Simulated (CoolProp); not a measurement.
Vapour-liquid equilibrium of R22 (1) + n-hexane (2) at 243.3 K; x and y are mole fractions of (1).

Computed with CoolProp (multi-fluid Helmholtz-energy mixture model, Kamei 1995 and Thol 2019; pair parameters Bell 2016).

```csv
x,bubble pressure (kPa),y at the bubble point,dew pressure at overall composition x (kPa),liquid density (mol/L)
0.05,16.43,0.943,1.014,8.380
0.125,38.06,0.977,1.101,8.732
0.2,57.11,0.986,1.204,9.109
0.275,73.27,0.989,1.328,9.514
0.35,86.66,0.992,1.481,9.949
0.425,97.68,0.993,1.673,10.42
0.5,106.9,0.994,1.923,10.93
0.575,114.8,0.995,2.261,11.48
0.65,122.2,0.996,2.743,12.09
0.725,129.6,0.996,3.485,12.76
0.8,137.5,0.997,4.777,13.49
0.875,146.4,0.998,7.593,14.32
0.95,156.9,0.999,18.49,15.24
```

No azeotrope shows between x = 0.05 and 0.95.

Pair parameters are fitted to limited data, so mixtures are less certain than the pure fluids. With so large a gap from Raoult's law the liquid may split in two, which this calculation doesn't test in full.
